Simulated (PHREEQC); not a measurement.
Consider water at 25 °C with 1 mmol/kgw KHCO3, 1.1 mmol/kgw Na2SO4 and 0.66 mmol/kgw NaCl. Closed to the air; pH follows from the charge balance.

The numbers come from PHREEQC with the ion-association model, phreeqc.dat.

```yaml
pH: 8.23
ionic_strength: 0.00493 mol/kgw
specific_conductance: 452 µS/cm
total_alkalinity: 1.00 meq/kg
```

```csv
species,molality,activity,log γ
Na+,0.00285,0.00264,-0.032
SO4-2,0.00108,0.000805,-0.129
K+,0.000994,0.000922,-0.033
HCO3-,0.000977,0.000907,-0.032
Cl-,0.000660,0.000612,-0.033
CO2,1.20e-5,1.20e-5,0.000
NaSO4-,1.15e-5,1.07e-5,-0.032
CO3-2,9.72e-6,7.25e-6,-0.127
KSO4-,5.61e-6,5.21e-6,-0.032
OH-,1.86e-6,1.72e-6,-0.033
NaHCO3,1.35e-6,1.35e-6,0.000
NaCO3-,3.85e-7,3.57e-7,-0.033
H+,6.28e-9,5.87e-9,-0.030
```

This is a speciation only: nothing precipitates in the calculation.
